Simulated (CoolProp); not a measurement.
A simple Rankine cycle with R21: condensing at 325.15 K, boiler at 1.98 MPa, turbine inlet 408.5 K, turbine efficiency 0.85, pump efficiency 0.8, no recuperator. Each further row changes one setting.

The numbers come from the reference Helmholtz-energy equation of state, Platzer 1990 in CoolProp. This equation is an older, rougher fit; its heat capacities, sound speeds and derivatives of the liquid may be far off and weren't checked against measurements.

| case | thermal efficiency (%) | net work (kJ/kg) | heat in (kJ/kg) | turbine exit temperature (K) | volume ratio over the turbine |
|---|---|---|---|---|---|
| as stated | 12.6 | 31.4 | 249 | 331.6 | 4.50 |
| turbine inlet 428.5 K | 12.9 | 34.5 | 267 | 352.7 | 4.41 |
| condensing temperature 317.15 K | 13.9 | 35.9 | 258 | 322.3 | 5.57 |
| boiler pressure 1.39 MPa | 10.3 | 26.7 | 259 | 352.2 | 3.11 |
| turbine efficiency 0.75 | 11.0 | 27.5 | 249 | 337.2 | 4.60 |
